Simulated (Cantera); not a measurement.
A closed system holds: 1 mol PbS, 1700 mol H₂, at 2800 Pa.

Cantera equilibrium calculation (NASA polynomials, part measured and part estimated; ideal gas, pure solids and liquids). Candidate condensed phases: Pb, PbS, S; 10 gas species. Equilibrium is a limit: real reactors are often held back by kinetics, nucleation or transport.

Problem. Which condensed phases are stable at each of these points (T (°C)): 327, 352, 377, 402, 427, 452, 477?

Solution. 
```tsv
T (°C)	condensed phases	Pb condensed (%)
327	Pb(s) + PbS(s)	100.0
352	Pb(l) + PbS(s)	100.0
377	Pb(l) + PbS(s)	100.0
402	Pb(l) + PbS(s)	100.0
427	Pb(l) + PbS(s)	100.0
452	Pb(l) + PbS(s)	100.0
477	Pb(l)	99.9
```

At 327 °C the condensed part is Pb(s) + PbS(s). From 352 °C to 452 °C the condensed part is Pb(l) + PbS(s). At 477 °C the condensed part is Pb(l).
